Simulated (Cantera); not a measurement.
Input (Python, Cantera):

```python
import numpy as np
import cantera as ct

gas = ct.Solution("gri30.yaml")
gas.TPX = 1800, 101325, {'CH4': 1, 'O2': 6.06, 'N2': 22.8}
reactor = ct.IdealGasReactor(gas, energy="on", clone=False)
net = ct.ReactorNet([reactor])
net.rtol, net.atol = 1e-08, 1e-16
show = ['CH4', 'O2', 'CH3', 'NO', 'N2O']
times = np.geomspace(5e-06, 0.6, 11)

steps = ct.SolutionArray(gas, extra=["t"])
rows = []
print(f"{'t/s':>10s}{'T/K':>9s}{'P/Pa':>11s}" + "".join(f"{s:>11s}" for s in show))
for t in times:
    while net.time < t:
        t_next = net.step()
        steps.append(gas.state, t=t_next)
    rows.append([np.interp(t, steps.t, y) for y in (steps.T, steps.P, *steps(*show).X.T)])
    print(f"{t:10.3e}{rows[-1][0]:9.1f}{rows[-1][1]:11.4g}" + "".join(f"{x:11.3e}" for x in rows[-1][2:]))
rate = np.gradient(steps.T, steps.t)
print("integrator steps:", len(steps.t))
if steps.T.max() > steps.T[0] + 200:
    print(f"time of steepest temperature rise: {steps.t[rate.argmax()]:.4e} s")
gas.TPX = 1800, 101325, {'CH4': 1, 'O2': 6.06, 'N2': 22.8}
gas.equilibrate("UV")
print(f"equilibrium (UV): T = {gas.T:.1f} K  " + "  ".join(f"{s} {gas[s].X[0]:.3e}" for s in show))
```

Result:

```
       t/s      T/K       P/Pa        CH4         O2        CH3         NO        N2O
 5.000e-06   1799.9  1.013e+05  3.347e-02  2.029e-01  2.175e-05  1.789e-12  6.966e-11
 1.610e-05   1799.7  1.013e+05  3.338e-02  2.029e-01  8.992e-05  1.021e-11  4.926e-10
 5.186e-05   1800.8  1.014e+05  3.253e-02  2.024e-01  5.570e-04  1.122e-10  4.975e-09
 1.670e-04   2388.4  1.369e+05  4.945e-19  1.288e-01  1.129e-17  1.051e-04  6.986e-07
 5.378e-04   2545.3  1.445e+05  2.518e-19  1.312e-01  3.652e-18  9.957e-04  1.053e-06
 1.732e-03   2543.8  1.444e+05  2.374e-19  1.301e-01  3.357e-18  3.520e-03  1.059e-06
 5.578e-03   2532.6  1.437e+05  2.113e-19  1.274e-01  2.912e-18  9.457e-03  1.078e-06
 1.796e-02   2519.5  1.429e+05  1.837e-19  1.242e-01  2.456e-18  1.631e-02  1.133e-06
 5.785e-02   2516.7  1.427e+05  1.782e-19  1.235e-01  2.367e-18  1.776e-02  1.149e-06
 1.863e-01   2516.7  1.427e+05  1.782e-19  1.235e-01  2.367e-18  1.776e-02  1.149e-06
 6.000e-01   2516.7  1.427e+05  1.782e-19  1.235e-01  2.367e-18  1.776e-02  1.149e-06
integrator steps: 1543
time of steepest temperature rise: 1.0545e-04 s
equilibrium (UV): T = 2516.7 K  CH4 2.694e-19  O2 1.235e-01  CH3 3.578e-18  NO 1.776e-02  N2O 1.149e-06
```

Computed with Cantera and GRI-Mech 3.0 (53 species, 325 reactions).
